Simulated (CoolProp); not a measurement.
CF4 (R14) at 495 K and 0.587 MPa is throttled through a valve to 0.168 MPa with no heat exchange. Each further row changes one setting.

Computed with CoolProp (reference Helmholtz-energy equation of state, Platzer 1990). This equation is an older, rougher fit.

```json
[
 {"case": "as stated", "temperature change (K)": "?", "final density (kg/m³)": "3.60"},
 {"case": "outlet pressure 0.0504 MPa", "temperature change (K)": "-0.9", "final density (kg/m³)": "1.08"},
 {"case": "outlet pressure 0.218 MPa", "temperature change (K)": "?", "final density (kg/m³)": "?"}
]
```

**Question.** Fill in the missing entries.

**Answer.** 
- as stated, temperature change (K): -0.7
- outlet pressure 0.218 MPa, temperature change (K): -0.6
- outlet pressure 0.218 MPa, final density (kg/m³): 4.67
